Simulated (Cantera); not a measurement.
Input (Python, Cantera) and output of one run.

```python
import numpy as np
import cantera as ct

gas_names = """
    CL CLO CL2 H HCL HOCL HO2 H2 H2O H2O2 O OH O2 O3 Si SiCL SiCL2 SiCL3 SiCL4 SiH SiHCL3 SiH2 SiH2CL2
    SiH3 SiH3CL SiH4 SiO SiO2 Si2 Si3
""".split()
cond_names = """
    H2O(s) H2O(L) Si(cr) Si(L) SiO2(Lqz) SiO2(hqz) SiO2(L)
""".split()


# ... load() reads the species with a 1 bar reference pressure and builds the phases ...
atoms = {
    'SiH2Cl2': {'Si': 1, 'H': 2, 'CL': 2},
    'O3': {'O': 3},
    'H2': {'H': 2},
}
top_T = {}  # K; cautious upper limits of use, not melting points


# ... equilibrate(T, P, feed) seeds the gas with the atoms and calls Mixture.equilibrate('TP', solver="vcs", rtol=1e-11, max_steps=5000) ...
results = []
T = 1000  # K
P = 940  # Pa
for m in [0.14, 0.18, 0.24, 0.32, 0.42, 0.56, 0.74, 0.98, 1.3, 1.7, 2.3, 3]:
    feed = {'SiH2Cl2': 1, 'O3': 10, 'H2': m}  # mol
    mix = equilibrate(T, P, feed)
    results.append((T, P, feed, dict(zip(mix.species_names, mix.species_moles))))
    x = sorted(zip(gas.X, gas.species_names), reverse=True)
    print(f"T = {T:g} K  P = {P:g} Pa  n(H2) = {m:g} mol  gas = {mix.phase_moles(0):.4g} mol")
    print("   x: " + "  ".join(f"{s} {v:.3e}" for v, s in x if v > 0.001))
    print("   condensed (mol): " + ("  ".join(f"{mix.phase(i).name} {mix.phase_moles(i):.4g}"
          for i in range(1, mix.n_phases) if mix.phase_moles(i) > 1e-12) or "none"))
```

It prints:

```
T = 1000 K  P = 940 Pa  n(H2) = 0.14 mol  gas = 15.97 mol
   x: O2 8.657e-01  HCL 9.829e-02  H2O 2.226e-02  CL2 1.326e-02
   condensed (mol): SiO2(hqz) 1
T = 1000 K  P = 940 Pa  n(H2) = 0.18 mol  gas = 15.99 mol
   x: O2 8.635e-01  HCL 9.950e-02  H2O 2.404e-02  CL2 1.256e-02
   condensed (mol): SiO2(hqz) 1
T = 1000 K  P = 940 Pa  n(H2) = 0.24 mol  gas = 16.03 mol
   x: O2 8.600e-01  HCL 1.011e-01  H2O 2.680e-02  CL2 1.161e-02
   condensed (mol): SiO2(hqz) 1
T = 1000 K  P = 940 Pa  n(H2) = 0.32 mol  gas = 16.08 mol
   x: O2 8.555e-01  HCL 1.030e-01  H2O 3.062e-02  CL2 1.051e-02
   condensed (mol): SiO2(hqz) 1
T = 1000 K  P = 940 Pa  n(H2) = 0.42 mol  gas = 16.14 mol
   x: O2 8.498e-01  HCL 1.049e-01  H2O 3.557e-02  CL2 9.350e-03
   condensed (mol): SiO2(hqz) 1
T = 1000 K  P = 940 Pa  n(H2) = 0.56 mol  gas = 16.22 mol
   x: O2 8.420e-01  HCL 1.069e-01  H2O 4.276e-02  CL2 8.045e-03
   condensed (mol): SiO2(hqz) 1
T = 1000 K  P = 940 Pa  n(H2) = 0.74 mol  gas = 16.32 mol
   x: O2 8.319e-01  HCL 1.087e-01  H2O 5.229e-02  CL2 6.766e-03
   condensed (mol): SiO2(hqz) 1
T = 1000 K  P = 940 Pa  n(H2) = 0.98 mol  gas = 16.45 mol
   x: O2 8.186e-01  HCL 1.103e-01  H2O 6.527e-02  CL2 5.530e-03
   condensed (mol): SiO2(hqz) 1
T = 1000 K  P = 940 Pa  n(H2) = 1.3 mol  gas = 16.61 mol
   x: O2 8.012e-01  HCL 1.113e-01  H2O 8.278e-02  CL2 4.397e-03
   condensed (mol): SiO2(hqz) 1
T = 1000 K  P = 940 Pa  n(H2) = 1.7 mol  gas = 16.82 mol
   x: O2 7.799e-01  HCL 1.117e-01  H2O 1.046e-01  CL2 3.458e-03
   condensed (mol): SiO2(hqz) 1
T = 1000 K  P = 940 Pa  n(H2) = 2.3 mol  gas = 17.13 mol
   x: O2 7.489e-01  H2O 1.370e-01  HCL 1.114e-01  CL2 2.574e-03
   condensed (mol): SiO2(hqz) 1
T = 1000 K  P = 940 Pa  n(H2) = 3 mol  gas = 17.48 mol
   x: O2 7.139e-01  H2O 1.736e-01  HCL 1.103e-01  CL2 1.944e-03
   condensed (mol): SiO2(hqz) 1
```

These are equilibrium values from Cantera (NASA tables, ideal gas, pure condensed phases), not measurements of a reactor.
